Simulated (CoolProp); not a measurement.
Vapour-liquid equilibrium of hydrogen sulfide (1) + n-butane (2) at 2.66 bar; x and y are mole fractions of (1).

Values from CoolProp's multi-fluid Helmholtz-energy mixture model, Lemmon 2006 and Bücker 2006; pair parameters Kunz 2012.

```json
[
 {"x": "0.05", "bubble temperature, mixture model (K)": "283.1", "bubble temperature, Raoult's law (K)": "290.7", "y, mixture model": "0.450", "y, Raoult's law": "0.315"},
 {"x": "0.2", "bubble temperature, mixture model (K)": "255.0", "bubble temperature, Raoult's law (K)": "270.6", "y, mixture model": "0.836", "y, Raoult's law": "0.719"},
 {"x": "0.35", "bubble temperature, mixture model (K)": "245.2", "bubble temperature, Raoult's law (K)": "258.5", "y, mixture model": "0.907", "y, Raoult's law": "0.860"},
 {"x": "0.5", "bubble temperature, mixture model (K)": "241.0", "bubble temperature, Raoult's law (K)": "250.2", "y, mixture model": "0.932", "y, Raoult's law": "0.926"},
 {"x": "0.65", "bubble temperature, mixture model (K)": "238.7", "bubble temperature, Raoult's law (K)": "244.0", "y, mixture model": "0.946", "y, Raoult's law": "0.961"},
 {"x": "0.8", "bubble temperature, mixture model (K)": "236.8", "bubble temperature, Raoult's law (K)": "239.2", "y, mixture model": "0.960", "y, Raoult's law": "0.983"},
 {"x": "0.95", "bubble temperature, mixture model (K)": "234.8", "bubble temperature, Raoult's law (K)": "235.2", "y, mixture model": "0.985", "y, Raoult's law": "0.996"}
]
```

The largest gap from Raoult's law is -15.6 K in bubble temperature, at x = 0.2. No azeotrope shows between x = 0.05 and 0.95.

Pair parameters are fitted to limited data, so mixtures are less certain than the pure fluids. With so large a gap from Raoult's law the liquid may split in two, which this calculation doesn't test in full.
